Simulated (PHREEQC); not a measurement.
0.14 g of hydrous ferric oxide (600 m²/g; 0.2 weak and 0.005 strong sites per Fe, Dzombak-Morel constants, diffuse double layer) in 1 kg of water with 0.01 mol/kgw of an inert sodium salt, at 25 °C; the pH is set by adding NaOH or the inert anion's acid. O2 is buffered at 0.21 atm. No CO2 enters from the air. No solid was allowed to form.

Computed with PHREEQC (ion-association model, wateq4f.dat).

| pH | surface charge σ (C/m²) | surface potential ψ (mV) |
|---|---|---|
| 3 | 0.325 | 203 |
| 3.5 | 0.275 | 197 |
| 4 | 0.216 | 185 |
| 4.5 | 0.160 | 170 |
| 5 | 0.113 | 152 |
| 5.5 | 0.077 | 132 |
| 6 | 0.050 | 110 |
| 6.5 | 0.030 | 86 |
| 7 | 0.017 | 61 |
| 7.5 | 0.008 | 34 |
| 8 | 0.001 | 6 |
| 8.5 | -0.005 | -22 |
| 9 | -0.013 | -49 |
| 9.5 | -0.024 | -75 |
| 10 | -0.040 | -100 |
| 10.5 | -0.064 | -123 |
| 11 | -0.099 | -143 |

The oxide is taken as insoluble; below pH 4 it would dissolve.
